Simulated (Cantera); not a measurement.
**Abatement and gas-phase synthesis: CO2 + H2O + H2**

A closed system holds: 1 mol CO2, 7.9 mol H2O, 0.1 mol H2, at 1625 °C.

These are equilibrium values from Cantera (NASA tables, ideal gas, pure condensed phases), not measurements of a reactor. Candidate condensed phases: C, C6H6, C7H8, C8H18, H2O; 110 gas species. The ideal-gas law is rough above about 30 bar. The numbers say what is thermodynamically allowed, not how fast it happens.

```
P (Pa)    x H2O   x CO2     x H2      x O2     x CO      x OH       x H
--------  -----  ------  -------  --------  -------  --------  --------
10        0.764  0.0804   0.0552    0.0314   0.0244    0.0208    0.0184
84        0.830  0.0941   0.0302    0.0148   0.0144    0.0105   0.00469
710       0.861   0.102   0.0169   0.00602  0.00837   0.00503   0.00120
6000      0.874   0.105   0.0105   0.00189  0.00533   0.00222  0.000327
50000     0.879   0.107  0.00812  0.000385  0.00415  0.000882   9.96e-5
420000    0.881   0.107  0.00752   5.37e-5  0.00384  0.000317   3.31e-5
3600000   0.881   0.107  0.00739   6.48e-6  0.00378  0.000109   1.12e-5
30000000  0.881   0.107  0.00736   7.84e-7  0.00377   3.79e-5   3.87e-6
```
x: gas mole fraction; nothing condenses.

From 10.0 Pa to 300 bar nothing is condensed. The main C-bearing gas is CO2 throughout.
